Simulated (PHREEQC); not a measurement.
1 kg of water holding 0.35 mol/kgw NaCl and 0.0032 mol/kgw CaCl2 is evaporated at 90 °C; the solids stay in contact with the brine. The system is closed to CO2. The run lets Halite, Portlandite precipitate or redissolve, and no other solid.

The series has 28 steps of water left (kg), from 1 to 0.005012.

All values are PHREEQC results (Pitzer model, pitzer.dat), not measurements.

Problem. Which solids form, in which order, and at which step of the series does each first stand?

Solution. Halite from water left = 0.05275 kg.

Constants without temperature data keep their 25 °C values here.
